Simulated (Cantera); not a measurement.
Cantera run:

```python
import numpy as np
import cantera as ct

gas_names = """
    CL CL2 N N2 Si SiCL SiCL2 SiCL3 SiCL4 SiN Si2 Si2N Si3
""".split()
cond_names = """
    Si(cr) Si(L) Si3N4(a)
""".split()


# ... load() reads the species with a 1 bar reference pressure and builds the phases ...
atoms = {
    'Si': {'Si': 1},
    'Cl2': {'CL': 2},
    'N2': {'N': 2},
}
top_T = {'Si3N4(a)': 2400}  # K; cautious upper limits of use, not melting points


# ... equilibrate(T, P, feed) seeds the gas with the atoms and calls Mixture.equilibrate('TP', solver="vcs", rtol=1e-11, max_steps=5000) ...
results = []
T = 900  # K
P = 100000  # Pa
for m in [0.27, 0.36, 0.47, 0.63, 0.83, 1.1, 1.4, 1.9, 2.5, 3.3, 4.4]:
    feed = {'Si': 1, 'Cl2': 1, 'N2': m}  # mol
    mix = equilibrate(T, P, feed)
    results.append((T, P, feed, dict(zip(mix.species_names, mix.species_moles))))
    x = sorted(zip(gas.X, gas.species_names), reverse=True)
    print(f"T = {T:g} K  P = {P:g} Pa  n(N2) = {m:g} mol  gas = {mix.phase_moles(0):.4g} mol")
    print("   x: " + "  ".join(f"{s} {v:.3e}" for v, s in x if v > 1e-05))
    print("   condensed (mol): " + ("  ".join(f"{mix.phase(i).name} {mix.phase_moles(i):.4g}"
          for i in range(1, mix.n_phases) if mix.phase_moles(i) > 1e-12) or "none"))
```

Output:

```
T = 900 K  P = 100000 Pa  n(N2) = 0.27 mol  gas = 0.5002 mol
   x: SiCL4 9.985e-01  SiCL3 1.411e-03  SiCL2 9.501e-05
   condensed (mol): Si(cr) 0.0948  Si3N4(a) 0.135
T = 900 K  P = 100000 Pa  n(N2) = 0.36 mol  gas = 0.5267 mol
   x: SiCL4 9.493e-01  N2 5.064e-02  SiCL3 1.549e-05
   condensed (mol): Si3N4(a) 0.1667
T = 900 K  P = 100000 Pa  n(N2) = 0.47 mol  gas = 0.6367 mol
   x: SiCL4 7.853e-01  N2 2.147e-01  SiCL3 1.056e-05
   condensed (mol): Si3N4(a) 0.1667
T = 900 K  P = 100000 Pa  n(N2) = 0.63 mol  gas = 0.7967 mol
   x: SiCL4 6.276e-01  N2 3.724e-01
   condensed (mol): Si3N4(a) 0.1667
T = 900 K  P = 100000 Pa  n(N2) = 0.83 mol  gas = 0.9967 mol
   x: SiCL4 5.017e-01  N2 4.983e-01
   condensed (mol): Si3N4(a) 0.1667
T = 900 K  P = 100000 Pa  n(N2) = 1.1 mol  gas = 1.267 mol
   x: N2 6.053e-01  SiCL4 3.947e-01
   condensed (mol): Si3N4(a) 0.1667
T = 900 K  P = 100000 Pa  n(N2) = 1.4 mol  gas = 1.567 mol
   x: N2 6.809e-01  SiCL4 3.191e-01
   condensed (mol): Si3N4(a) 0.1667
T = 900 K  P = 100000 Pa  n(N2) = 1.9 mol  gas = 2.067 mol
   x: N2 7.581e-01  SiCL4 2.419e-01
   condensed (mol): Si3N4(a) 0.1667
T = 900 K  P = 100000 Pa  n(N2) = 2.5 mol  gas = 2.667 mol
   x: N2 8.125e-01  SiCL4 1.875e-01
   condensed (mol): Si3N4(a) 0.1667
T = 900 K  P = 100000 Pa  n(N2) = 3.3 mol  gas = 3.467 mol
   x: N2 8.558e-01  SiCL4 1.442e-01
   condensed (mol): Si3N4(a) 0.1667
T = 900 K  P = 100000 Pa  n(N2) = 4.4 mol  gas = 4.567 mol
   x: N2 8.905e-01  SiCL4 1.095e-01
   condensed (mol): Si3N4(a) 0.1667
```

These are equilibrium values from Cantera (NASA tables, ideal gas, pure condensed phases), not measurements of a reactor. N2 is the only nitrogen source here; it is nearly inert below about 1500 K, so the nitride shown seldom forms there in practice. The tables' values for SiCl3 are old estimates; treat these amounts as uncertain.
